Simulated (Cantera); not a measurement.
Silicon epitaxy and polysilicon growth: Si₃H₈ + H₂ + HCl

A closed system holds: 1 mol Si₃H₈, 62 mol H₂, 1.7 mol HCl, equilibrated at 13.3 mbar.

These are equilibrium values from Cantera (NASA tables, ideal gas, pure condensed phases), not measurements of a reactor. Candidate condensed phases: Si; 19 gas species. The feed counts by its element totals alone. The tables' values for SiCl₃ are old estimates; treat these amounts as uncertain. Rates play no part.

```tsv
T (K)	x H₂	x HCl	x SiCl₄	x SiCl₂	x SiHCl₃	x SiCl₃	x H	n Si(s)
1000	0.983	0.0132	0.00194	0.000300	0.00102	0.000155	1.95e-8	2.77
1050	0.980	0.0171	0.00110	0.000555	0.000653	0.000183	6.96e-8	2.83
1100	0.978	0.0200	0.000477	0.000830	0.000345	0.000169	2.21e-7	2.87
1150	0.977	0.0215	0.000169	0.00104	0.000156	0.000127	6.39e-7	2.90
1200	0.977	0.0221	5.55e-5	0.00118	6.68e-5	8.63e-5	1.69e-6	2.91
1250	0.976	0.0222	1.86e-5	0.00127	2.91e-5	5.76e-5	4.14e-6	2.91
1300	0.976	0.0222	6.65e-6	0.00135	1.33e-5	3.89e-5	9.47e-6	2.90
1350	0.976	0.0222	2.53e-6	0.00141	6.39e-6	2.68e-5	2.04e-5	2.90
1400	0.976	0.0221	1.03e-6	0.00147	3.23e-6	1.89e-5	4.16e-5	2.90
1450	0.976	0.0220	4.46e-7	0.00153	1.71e-6	1.37e-5	8.09e-5	2.90
1500	0.976	0.0219	2.04e-7	0.00158	9.41e-7	1.01e-5	0.000151	2.89
```
x: gas mole fraction; n: condensed amount in mol.

From 1000 K to 1500 K the condensed part is Si(s). The main Si-bearing gas is SiCl₄ at 1000 K and SiCl₂ at 1500 K.
